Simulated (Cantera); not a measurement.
Charge: 1 mol SiO₂, a varied amount of H₂, 0.4 mol H₂O, at 2000 K and 750 Torr.

These are equilibrium values from Cantera (NASA tables, ideal gas, pure condensed phases), not measurements of a reactor. Candidate condensed phases: H₂O, Si, SiO₂; 18 gas species. The tables hold silica as quartz up to 1696 K and as liquid above; real silica turns to tridymite and cristobalite and melts near 1996 K. Gases not in the tables: Si(OH)₄. Rates play no part.

**Question.** Which condensed phases are stable at each of these points (n(H₂) (mol)): 2.3, 5.1, 12, 27, 61, 140, 320, 720, 1600?

**Answer.** 
```json
[
 {"n(H₂) (mol)": "2.3", "condensed phases": "SiO₂(l)", "Si condensed (%)": "99.9"},
 {"n(H₂) (mol)": "5.1", "condensed phases": "SiO₂(l)", "Si condensed (%)": "99.5"},
 {"n(H₂) (mol)": "12", "condensed phases": "SiO₂(l)", "Si condensed (%)": "97.5"},
 {"n(H₂) (mol)": "27", "condensed phases": "SiO₂(l)", "Si condensed (%)": "89.5"},
 {"n(H₂) (mol)": "61", "condensed phases": "SiO₂(l)", "Si condensed (%)": "64.3"},
 {"n(H₂) (mol)": "140", "condensed phases": "gas only", "Si condensed (%)": "0.0"},
 {"n(H₂) (mol)": "320", "condensed phases": "gas only", "Si condensed (%)": "0.0"},
 {"n(H₂) (mol)": "720", "condensed phases": "gas only", "Si condensed (%)": "0.0"},
 {"n(H₂) (mol)": "1600", "condensed phases": "gas only", "Si condensed (%)": "0.0"}
]
```

From 2.3 mol H₂ to 61 mol H₂ the condensed part is SiO₂(l). From 140 mol H₂ to 1600 mol H₂ nothing is condensed.
